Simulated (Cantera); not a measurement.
Input: 1 mol CH3OH, 0.013 mol NH3, 1.7 mol H2, 4.3 mol H2O, equilibrated at 1.65 Torr.

Method: chemical equilibrium by Gibbs-energy minimisation in Cantera with the NASA 1993 tables (ideal gas, pure condensed phases). Candidate condensed phases: C, C6H6, C7H8, C8H18, H2O; 169 gas species. Ions and electrons are included (thermal ionisation). Kinetics and transport are ignored. All values below are at 4477 °C.

Base state: H 0.749, O 0.203, CO 0.0441, C 0.00255, N 0.000600, H2 5.37e-5, e- 4.19e-5, OH 2.69e-5 (mole fractions); condensed: gas only.

**Question.** What changes in the equilibrium state with this change: H2O from 4.3 to 0.62 mol?

**Answer.** 
| species | before | after |
|---|---|---|
| H | 0.749 | 0.830 |
| CO | 0.0441 | 0.0823 |
| O | 0.203 | 0.0727 |
| C | 0.00255 | 0.0133 |
| N2 | 2.48e-6 | 1.03e-5 |
| C+ | 2.09e-5 | 6.18e-5 |
